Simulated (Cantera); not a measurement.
A closed system holds: 1 mol V, 0.12 mol H₂O, 22 mol N₂, at 2500 K and 53.0 Pa.

These are equilibrium values from Cantera (NASA tables, ideal gas, pure condensed phases), not measurements of a reactor. Candidate condensed phases: H₂O, V, VN, VO, V₂O₃, V₂O₄, V₂O₅; 28 gas species. Rates play no part.

Base state: N₂ 0.947, V 0.0380, H 0.0102, VO 0.00491, VO₂ 9.77e-5, H₂ 8.64e-5, O 4.99e-5, N 1.24e-5 (mole fractions); condensed: gas only.

Q: What changes in the equilibrium state with this change: pressure from 53.0 Pa to 41.0 mbar?

A: 
| species | before | after |
|---|---|---|
| N₂ | 0.947 | 0.967 |
| V | 0.0380 | 0.0194 |
| H | 0.0102 | 0.00595 |
| O | 4.99e-5 | 1.26e-6 |
| H₂ | 8.64e-5 | 0.00230 |
| N | 1.24e-5 | 1.42e-6 |
| VO₂ | 9.77e-5 | 0.000190 |
| VO | 0.00491 | 0.00489 |
| V(l), mol | 0 | 0.443 |
Condensed phases not in the tables: V₂N, N, O or C dissolved in the metal.

Q: What changes in the equilibrium state with this change: H₂O from 0.12 to 0.55 mol?

A: 
```
species   before    after
-------  -------  -------
N₂         0.947    0.914
H         0.0102   0.0426
V         0.0380   0.0214
VO       0.00491   0.0179
OH       6.46e-7  1.76e-5
VO₂      9.77e-5  0.00230
```

Q: What changes in the equilibrium state with this change: V replaced by Cr?

A: 
```json
[
 {"species": "N₂", "before": "0.947", "after": "0.943"},
 {"species": "Cr", "before": "0", "after": "0.0419"},
 {"species": "H", "before": "0.0102", "after": "0.0101"},
 {"species": "V", "before": "0.0380", "after": "0"},
 {"species": "VO", "before": "0.00491", "after": "0"},
 {"species": "CrO", "before": "0", "after": "0.000996"},
 {"species": "VO₂", "before": "9.77e-5", "after": "0"},
 {"species": "O₂", "before": "6.29e-9", "after": "3.44e-5"},
 {"species": "O", "before": "4.99e-5", "after": "0.00369"},
 {"species": "NO", "before": "4.36e-6", "after": "0.000322"}
]
```
Further candidate phases: Cr, CrN, Cr₂N, Cr₂O₃.
